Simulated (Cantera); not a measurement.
An isothermal, constant-pressure homogeneous reactor starts with N2O : H2O = 1 : 0.068 (molar parts), at 1323 K and 20.0 Torr.

Computed with Cantera and GRI-Mech 3.0 (53 species, 325 reactions). GRI-Mech 3.0 was tuned for natural gas; its chemistry of N2O as a main component is partial and can be far from experiment. Radical loss at walls, strong at low pressure, is not modelled. The mechanism lacks the step 2 NO + O2 → 2 NO2, which can matter for NO2 below about 1400 K. The temperature is held fixed by assumption; the heat of reaction is taken as removed at once.

Question: Predict: x(N2O) at 6.00 s; x(H2O) at 6.00 s; x(HO2) at 6.00 s; x(NO2) at 6.00 s; x(O) at 6.00 s; x(NO) at 6.00 s; x(H2O2) at 6.00 s.

Answer: 
```
Item                                                  Value
-----------------  ----------------------------------------
x(N2O) at 6.00 s      0.256 (gas-phase equilibrium 4.92e-9)
x(H2O) at 6.00 s      0.0489 (gas-phase equilibrium 0.0434)
x(HO2) at 6.00 s    2.45e-7 (gas-phase equilibrium 1.69e-8)
x(NO2) at 6.00 s   0.000309 (gas-phase equilibrium 1.01e-6)
x(O) at 6.00 s      9.94e-6 (gas-phase equilibrium 9.26e-7)
x(NO) at 6.00 s     0.0593 (gas-phase equilibrium 0.000511)
x(H2O2) at 6.00 s  2.46e-9 (gas-phase equilibrium 2.61e-10)
```
